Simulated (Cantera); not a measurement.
Si + NF3 (silicon etching in halogen gases)

Input: 1 mol Si, 4.5 mol NF3, equilibrated at 120 Torr.

These are equilibrium values from Cantera (NASA tables, ideal gas, pure condensed phases), not measurements of a reactor. Candidate condensed phases: Si, Si3N4; 16 gas species. Rates play no part.

| T (°C) | x F | x NF3 | x F2 | x N2 | x SiF4 | x NF2 | x NF |
|---|---|---|---|---|---|---|---|
| 202 | 4.43e-8 | 0.655 | 7.97e-5 | 0.138 | 0.207 | 5.19e-12 | <1e-12 |
| 302 | 1.07e-5 | 0.651 | 0.00382 | 0.139 | 0.206 | 1.11e-9 | <1e-12 |
| 402 | 0.000495 | 0.596 | 0.0533 | 0.151 | 0.199 | 4.64e-8 | <1e-12 |
| 502 | 0.00712 | 0.362 | 0.260 | 0.201 | 0.170 | 5.72e-7 | <1e-12 |
| 602 | 0.0410 | 0.0987 | 0.472 | 0.254 | 0.135 | 2.15e-6 | <1e-12 |
| 702 | 0.131 | 0.0162 | 0.475 | 0.259 | 0.119 | 3.55e-6 | <1e-12 |
| 802 | 0.293 | 0.00232 | 0.358 | 0.239 | 0.107 | 3.83e-6 | 9.76e-12 |
| 902 | 0.488 | 0.000280 | 0.205 | 0.213 | 0.0946 | 2.88e-6 | 6.45e-11 |
| 1002 | 0.631 | 2.82e-5 | 0.0906 | 0.192 | 0.0855 | 1.60e-6 | 2.67e-10 |
| 1102 | 0.700 | 2.85e-6 | 0.0356 | 0.183 | 0.0812 | 7.81e-7 | 8.13e-10 |
| 1202 | 0.727 | 3.40e-7 | 0.0143 | 0.179 | 0.0796 | 3.82e-7 | 2.04e-9 |
| 1302 | 0.737 | 5.06e-8 | 0.00618 | 0.178 | 0.0789 | 1.98e-7 | 4.50e-9 |
x: gas mole fraction; nothing condenses.

From 202 °C to 1302 °C nothing is condensed. The main Si-bearing gas is SiF4 throughout.
